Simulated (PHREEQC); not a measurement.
Dissolve 0.23 mol/kgw H2SO4, 0.00013 mol/kgw Fe2(SO4)3 and 0.031 mol/kgw MgSO4 at 15 °C. Closed to the air; pH follows from the charge balance.

All values are PHREEQC results (ion-association model, phreeqc.dat), not measurements.

Precipitation was switched off in this run.

Task: Order these S species by the share of S that they hold, largest first: HSO4-, SO4-2, MgSO4.

Result: HSO4- (80 %), SO4-2 (16 %), MgSO4 (4.0 %)

Task: Order these Fe species by the share of Fe that they hold, largest first: Fe+3, FeSO4+, FeHSO4+2, Fe(SO4)2-.

Result: FeHSO4+2 (50 %), FeSO4+ (39 %), Fe(SO4)2- (7.8 %), Fe+3 (3.0 %)

The pH is 0.71 and the ionic strength 0.354 mol/kgw.
